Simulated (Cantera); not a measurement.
Input (Python, Cantera) and output of one run.

```python
import numpy as np
import cantera as ct

gas_names = """
    CCL4
""".split()
cond_names = """
    C(gr) FeCL2(s) FeCL2(L) Fe(a) Fe(c) Fe(d) Fe(L)
""".split()


# ... load() reads the species with a 1 bar reference pressure and builds the phases ...
species = {s.name: s for s in load("nasa_gas.yaml", gas_names) + load("nasa_condensed.yaml", cond_names)}
# Each term lists the table entries of one substance; the one whose range holds T is used.
reactions = {
    'C + 2 FeCl2 = CCl4(g) + 2 Fe':
        [(-1, ['C(gr)']), (-2, ['FeCL2(s)', 'FeCL2(L)']), (1, ['CCL4']), (2, ['Fe(a)', 'Fe(c)', 'Fe(d)', 'Fe(L)'])],
}


def pick(names, T):
    return next(species[n] for n in names if species[n].thermo.min_temp <= T <= species[n].thermo.max_temp)


results = []
for label, terms in reactions.items():
    print(label)
    print("     T/K   dH/kJ  dS/(J/K)   dG/kJ   log10 K")
    for T in [300, 398, 473, 548, 623, 698, 773, 848]:
        used = [(nu, pick(names, T)) for nu, names in terms]
        dH = sum(nu * s.thermo.h(T) for nu, s in used) / 1e6
        dS = sum(nu * s.thermo.s(T) for nu, s in used) / 1e3
        dG = dH - T * dS / 1e3
        logK = -dG * 1e6 / (ct.gas_constant * T * np.log(10))
        results.append((label, T, dH, dS, dG, logK, [s.name for _, s in used]))
        print(f"{T:8g} {dH:8.1f} {dS:8.1f} {dG:8.1f} {logK:8.2f}")
```

Output:

```
C + 2 FeCl2 = CCl4(g) + 2 Fe
     T/K   dH/kJ  dS/(J/K)   dG/kJ   log10 K
     300    587.8    122.9    551.0   -95.93
     398    585.3    115.5    539.3   -70.78
     473    583.6    111.6    530.8   -58.62
     548    582.0    108.5    522.5   -49.81
     623    580.5    106.0    514.5   -43.14
     698    579.2    103.9    506.6   -37.91
     773    577.9    102.2    498.9   -33.71
     848    577.0    101.0    491.3   -30.26
```

Cantera with NASA thermochemical tables; ideal gases at 1 bar, condensed phases pure. Condensed species are held in their standard states even where they would react or evaporate.
